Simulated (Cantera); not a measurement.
Input: 1 mol SiCl4, 16 mol N2O, at 120 Torr.

These are equilibrium values from Cantera (NASA tables, ideal gas, pure condensed phases), not measurements of a reactor. Candidate condensed phases: Si, SiO2, Si2N2O, Si3N4; 23 gas species. Rates play no part. All values below are at 725 K.

Base state: N2 0.640, O2 0.280, Cl2 0.0800 (mole fractions); condensed: SiO2(α-quartz).

Task: What changes in the equilibrium state with this change: N2O from 16 to 1.8 mol?

Result: 
```json
[
 {"species": "N2", "before": "0.640", "after": "0.486"},
 {"species": "Cl2", "before": "0.0800", "after": "0.486"},
 {"species": "SiCl4", "before": "<1e-9", "after": "0.0270"},
 {"species": "O2", "before": "0.280", "after": "<1e-9"},
 {"species": "SiO2(α-quartz), mol", "before": "1.00", "after": "0.900"}
]
```
